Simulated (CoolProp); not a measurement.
The fluid at 544.17 K and 4.85 MPa flows at 0.15 m/s in a round tube of 4.6 mm bore and 45 µm roughness, fully developed (64/Re and Nu = 3.66 if laminar; Colebrook and Gnielinski if turbulent). The same conditions are run with several fluids, on thermodynamics alone (safety and materials aside).

Computed with CoolProp (reference Helmholtz-energy equation of state of each fluid (normal hydrogen: Leachman 2009; n-heptane: Span 2003; methane: Setzmann 1991; sulfur hexafluoride: Guder 2009)).

### Question
Rank normal hydrogen, n-heptane, methane, sulfur hexafluoride by Reynolds number, highest first.

### Answer
n-heptane (4840), sulfur hexafluoride (4070), methane (634), normal hydrogen (108)

| fluid | Darcy friction factor | pressure drop (Pa/m) | heat-transfer coefficient (W/(m² K)) | mass flow (kg/h) |
|---|---|---|---|---|
| normal hydrogen | 0.590 | 3.07 | 232 | 0.0191 |
| n-heptane | 0.0473 | 46.3 | 499 | 3.59 |
| methane | 0.101 | 4.22 | 62.9 | 0.153 |
| sulfur hexafluoride | 0.0488 | 19.5 | 130 | 1.47 |

Transport values come from each fluid's own correlations.
